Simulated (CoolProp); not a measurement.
Computed with CoolProp (reference Helmholtz-energy equation of state, Thol 2019).

### Question
For tetradecamethylhexasiloxane (MD4M), give the phase and the cp (kJ/(kg K)), speed of sound (m/s), fugacity coefficient at 63.55 °C and 44.1 kPa; 41.65 °C and 431 kPa.

### Answer
- 63.55 °C and 44.1 kPa: liquid; cp 1.80, speed of sound 835, fugacity coefficient 0.000581
- 41.65 °C and 431 kPa: liquid; cp 1.75, speed of sound 904, fugacity coefficient 9.77e-6
